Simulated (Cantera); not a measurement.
Input (Python, Cantera) and output of one run.

```python
import numpy as np
import cantera as ct

gas_names = """
    Cr CrN CrO CrO2 CrO3 H HNO HNO2 HNO3 HO2 H2 H2O H2O2 N NH NH2 NH3 NH2OH NO NO2 NO3 N2 N2H2 N2H4 N2O
    O OH O2 O3
""".split()
cond_names = """
    Cr(cr) Cr(L) CrN(s) Cr2N(s) Cr2O3(s) Cr2O3(L) H2O(s) H2O(L)
""".split()


# ... load() reads the species with a 1 bar reference pressure and builds the phases ...
atoms = {
    'Cr2O3': {'Cr': 2, 'O': 3},
    'H2': {'H': 2},
    'N2': {'N': 2},
}
top_T = {'CrN(s)': 1900, 'Cr2N(s)': 1900}  # K; cautious upper limits of use, not melting points


# ... equilibrate(T, P, feed) seeds the gas with the atoms and calls Mixture.equilibrate('TP', solver="vcs", rtol=1e-11, max_steps=5000) ...
results = []
feed = {'Cr2O3': 1, 'H2': 1.7, 'N2': 0.46}  # mol
P = 13332.2  # Pa
for T in [750, 950, 1150, 1350, 1550, 1750, 1950]:
    mix = equilibrate(T, P, feed)
    results.append((T, P, feed, dict(zip(mix.species_names, mix.species_moles))))
    x = sorted(zip(gas.X, gas.species_names), reverse=True)
    print(f"T = {T:g} K  P = {P:g} Pa  gas = {mix.phase_moles(0):.4g} mol")
    print("   x: " + "  ".join(f"{s} {v:.3e}" for v, s in x if v > 1e-06))
    print("   condensed (mol): " + ("  ".join(f"{mix.phase(i).name} {mix.phase_moles(i):.4g}"
          for i in range(1, mix.n_phases) if mix.phase_moles(i) > 1e-12) or "none"))
```

Output:

```
T = 750 K  P = 13332.2 Pa  gas = 2.16 mol
   x: H2 7.869e-01  N2 2.129e-01  NH3 2.194e-04  H2O 5.687e-06
   condensed (mol): CrN(s) 8.187e-06  Cr2O3(s) 1
T = 950 K  P = 13332.2 Pa  gas = 2.16 mol
   x: H2 7.870e-01  N2 2.129e-01  NH3 3.542e-05  H2O 3.428e-05
   condensed (mol): CrN(s) 4.936e-05  Cr2O3(s) 1
T = 1150 K  P = 13332.2 Pa  gas = 2.16 mol
   x: H2 7.869e-01  N2 2.129e-01  H2O 1.098e-04  NH3 1.047e-05
   condensed (mol): Cr2N(s) 7.907e-05  Cr2O3(s) 0.9999
T = 1350 K  P = 13332.2 Pa  gas = 2.16 mol
   x: H2 7.867e-01  N2 2.129e-01  H2O 4.149e-04  H 5.789e-06  NH3 4.391e-06
   condensed (mol): Cr2N(s) 0.0002986  Cr2O3(s) 0.9997
T = 1550 K  P = 13332.2 Pa  gas = 2.16 mol
   x: H2 7.856e-01  N2 2.130e-01  H2O 1.342e-03  H 7.645e-05  Cr 1.140e-05  NH3 2.293e-06
   condensed (mol): Cr(cr) 0.001908  Cr2O3(s) 0.999
T = 1750 K  P = 13332.2 Pa  gas = 2.161 mol
   x: H2 7.823e-01  N2 2.128e-01  H2O 4.001e-03  H 5.634e-04  Cr 3.374e-04  NH3 1.383e-06
   condensed (mol): Cr(cr) 0.005035  Cr2O3(s) 0.9971
T = 1950 K  P = 13332.2 Pa  gas = 2.174 mol
   x: H2 7.713e-01  N2 2.116e-01  H2O 9.464e-03  Cr 4.821e-03  H 2.757e-03  CrO 3.772e-05  OH 3.072e-06
   condensed (mol): Cr(cr) 0.003211  Cr2O3(s) 0.9931
```

Method: chemical equilibrium by Gibbs-energy minimisation in Cantera with the NASA 1993 tables (ideal gas, pure condensed phases). Mutual solubility and eutectic melting of coexisting phases are not modelled.
